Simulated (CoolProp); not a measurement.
The fluid at 293.15 K and 0.583 MPa flows at 4 m/s in a round tube of 6 mm bore and 0.25 µm roughness, fully developed (64/Re and Nu = 3.66 if laminar; Colebrook and Gnielinski if turbulent). The same conditions are run with several fluids, on thermodynamics alone (safety and materials aside).

Values from CoolProp's reference Helmholtz-energy equation of state of each fluid (nitrogen: Span 2000; carbon dioxide: Span 1996; CH2F2 (R32): Tillner-Roth 1997; propylene: Lemmon 2013; R407C: Lemmon 2003). Blends and air are pseudo-pure fits.

Question: Rank nitrogen, carbon dioxide, CH2F2 (R32), propylene, R407C by Reynolds number, highest first.

Answer: R407C (45700), propylene (31600), CH2F2 (R32) (24600), carbon dioxide (17700), nitrogen (9130)

| fluid | Darcy friction factor | pressure drop (Pa/m) | heat-transfer coefficient (W/(m² K)) | mass flow (kg/h) |
|---|---|---|---|---|
| nitrogen | 0.0317 | 284 | 118 | 2.73 |
| carbon dioxide | 0.0268 | 388 | 136 | 4.42 |
| CH2F2 (R32) | 0.0247 | 445 | 163 | 5.51 |
| propylene | 0.0233 | 345 | 228 | 4.52 |
| R407C | 0.0215 | 660 | 247 | 9.40 |

Transport values come from each fluid's own correlations; those of CH2F2 (R32), propylene are estimates that may be off by 10 % or more.
